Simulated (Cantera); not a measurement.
A freely propagating, adiabatic, planar premixed flame of CH₄ : O₂ : N₂ = 1 : 1.33 : 5.01 (molar parts), equivalence ratio 1.5, unburnt at 550 K and 0.132 atm; mixture-averaged transport, grid criteria slope 0.08 and curve 0.16, no radiation.

Cantera simulation using GRI-Mech 3.0 (53 species, 325 reactions); the numbers are that mechanism's predictions, not measurements. Burning velocities carry a grid error of a few per cent, more on coarse grids.

How do the results move with these cheaper or finer settings: unity-Lewis-number transport; multicomponent transport; multicomponent+Soret transport; grid criteria slope 0.5, curve 1; grid criteria slope 0.25, curve 0.5; grid criteria slope 0.03, curve 0.06?


```
setting                               laminar burning velocity  thermal thickness  peak x(H₂)  grid points  grid points
------------------------------------  ------------------------  -----------------  ----------  -----------  -----------
as above                                             75.3 cm/s            3.33 mm      0.0803          127          127
unity-Lewis-number transport                         48.9 cm/s            4.32 mm      0.0794          133          133
multicomponent transport                             74.9 cm/s            3.38 mm      0.0806          127          127
multicomponent+Soret transport                       74.9 cm/s            3.31 mm      0.0794          131          131
grid criteria slope 0.5, curve 1                     83.4 cm/s            3.61 mm      0.0810           35           35
grid criteria slope 0.25, curve 0.5                  79.3 cm/s            3.43 mm      0.0807           54           54
grid criteria slope 0.03, curve 0.06                 74.0 cm/s            3.30 mm      0.0802          341          341
```
The base run took very roughly 6 core-seconds.
Unity Lewis numbers drop preferential diffusion, which matters most where H2 and H carry the flame; Soret adds thermal diffusion.
